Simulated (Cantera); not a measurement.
## Ignition delay

Mixture: 14.6 % H₂, 15.5 % O₂, 69.9 % N₂, at 9.18 atm, adiabatic and at constant pressure. Ignition delay is the time to a rise of 400 K.

Detailed kinetics in Cantera: the H2/O2 subset of GRI-Mech 3.0, which has no nitrogen chemistry. The hydrogen kinetics of GRI-Mech 3.0 are dated; newer H2 mechanisms differ, most at raised pressure. Where the delays flatten at high temperature, the 400 K rule measures the pace of heat release, not the induction time.

```json
[
 {"T0 (K)": "1000", "delay (ms)": "14.4"},
 {"T0 (K)": "1100", "delay (ms)": "1.30"},
 {"T0 (K)": "1200", "delay (ms)": "0.0588"},
 {"T0 (K)": "1300", "delay (ms)": "0.00621"},
 {"T0 (K)": "1400", "delay (ms)": "0.00315"},
 {"T0 (K)": "1500", "delay (ms)": "0.00209"},
 {"T0 (K)": "1600", "delay (ms)": "0.00157"},
 {"T0 (K)": "1700", "delay (ms)": "0.00130"},
 {"T0 (K)": "1800", "delay (ms)": "0.00115"}
]
```
